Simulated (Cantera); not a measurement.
Cantera run, input and output.

```python
import numpy as np
import cantera as ct

gas = ct.Solution("gri30.yaml")
gas.TPX = 1275, 170000, {'CH4': 1, 'C2H6': 0.12, 'C3H8': 1.4, 'O2': 6.73, 'N2': 25.3}
reactor = ct.IdealGasReactor(gas, energy="on", clone=False)
net = ct.ReactorNet([reactor])
net.rtol, net.atol = 1e-08, 1e-16
show = ['CH4', 'C2H6', 'C3H8', 'HO2', 'H2O', 'CO2']
times = np.geomspace(7e-06, 3, 12)

steps = ct.SolutionArray(gas, extra=["t"])
rows = []
print(f"{'t/s':>10s}{'T/K':>9s}{'P/Pa':>11s}" + "".join(f"{s:>11s}" for s in show))
for t in times:
    while net.time < t:
        t_next = net.step()
        steps.append(gas.state, t=t_next)
    rows.append([np.interp(t, steps.t, y) for y in (steps.T, steps.P, *steps(*show).X.T)])
    print(f"{t:10.3e}{rows[-1][0]:9.1f}{rows[-1][1]:11.4g}" + "".join(f"{x:11.3e}" for x in rows[-1][2:]))
rate = np.gradient(steps.T, steps.t)
print("integrator steps:", len(steps.t))
if steps.T.max() > steps.T[0] + 200:
    print(f"time of steepest temperature rise: {steps.t[rate.argmax()]:.4e} s")
gas.TPX = 1275, 170000, {'CH4': 1, 'C2H6': 0.12, 'C3H8': 1.4, 'O2': 6.73, 'N2': 25.3}
gas.equilibrate("UV")
print(f"equilibrium (UV): T = {gas.T:.1f} K  " + "  ".join(f"{s} {gas[s].X[0]:.3e}" for s in show))
```

It prints:

```
       t/s      T/K       P/Pa        CH4       C2H6       C3H8        HO2        H2O        CO2
 7.000e-06   1274.9    1.7e+05  2.894e-02  3.473e-03  4.051e-02  6.708e-06  9.197e-07  1.351e-10
 2.276e-05   1274.6    1.7e+05  2.894e-02  3.472e-03  4.046e-02  2.126e-05  1.068e-05  5.725e-09
 7.398e-05   1274.3    1.7e+05  2.895e-02  3.494e-03  4.013e-02  2.591e-05  1.484e-04  2.297e-07
 2.405e-04   1275.8  1.704e+05  2.903e-02  3.706e-03  3.875e-02  2.825e-05  8.172e-04  1.793e-06
 7.818e-04   1292.5  1.741e+05  2.934e-02  4.395e-03  3.174e-02  7.163e-05  5.214e-03  1.757e-05
 2.542e-03   2944.2  4.488e+05  1.080e-12  1.305e-24  3.695e-36  2.401e-06  1.396e-01  3.896e-02
 8.262e-03   2944.2  4.488e+05  1.080e-12  1.305e-24  3.695e-36  2.401e-06  1.396e-01  3.896e-02
 2.686e-02   2944.2  4.488e+05  1.080e-12  1.305e-24  3.695e-36  2.401e-06  1.396e-01  3.896e-02
 8.732e-02   2944.2  4.488e+05  1.080e-12  1.305e-24  3.695e-36  2.401e-06  1.396e-01  3.896e-02
 2.839e-01   2944.2  4.488e+05  1.080e-12  1.305e-24  3.695e-36  2.401e-06  1.396e-01  3.896e-02
 9.228e-01   2944.2  4.488e+05  1.080e-12  1.305e-24  3.695e-36  2.401e-06  1.396e-01  3.896e-02
 3.000e+00   2944.2  4.488e+05  1.080e-12  1.305e-24  3.695e-36  2.401e-06  1.396e-01  3.896e-02
integrator steps: 2064
time of steepest temperature rise: 1.0950e-03 s
equilibrium (UV): T = 2944.2 K  CH4 1.289e-12  C2H6 1.790e-24  C3H8 5.626e-36  HO2 2.401e-06  H2O 1.396e-01  CO2 3.896e-02
```

Model: GRI-Mech 3.0 (53 species, 325 reactions), integrated in Cantera. GRI-Mech 3.0 was tuned for natural gas; its chemistry of propane as a main component is partial and can be far from experiment.
